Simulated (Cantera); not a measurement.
Feed: 1 mol TiO2, 210 mol H2, held at 1050 K and 50.0 mbar.

These are equilibrium values from Cantera (NASA tables, ideal gas, pure condensed phases), not measurements of a reactor. Candidate condensed phases: H2O, Ti, TiO, TiO2, Ti2O3, Ti3O5, Ti4O7; 12 gas species. Mutual solubility and eutectic melting of coexisting phases are not modelled. Condensed phases not in the tables: Magnéli phases beyond Ti4O7. Equilibrium is a limit: real reactors are often held back by kinetics, nucleation or transport.

Base state: H2 1.000, H2O 0.000158 (mole fractions); condensed: TiO2(rutile) + Ti4O7(s).

**Question.** What changes in the equilibrium state with this change: temperature from 1050 K to 1025 K?

**Answer.** 
| species | before | after |
|---|---|---|
| H2 | 1.000 | 1.000 |
| H2O | 0.000158 | 0.000109 |
| TiO2(rutile), mol | 0.867 | 0.908 |
| Ti4O7(s), mol | 0.0332 | 0.0229 |
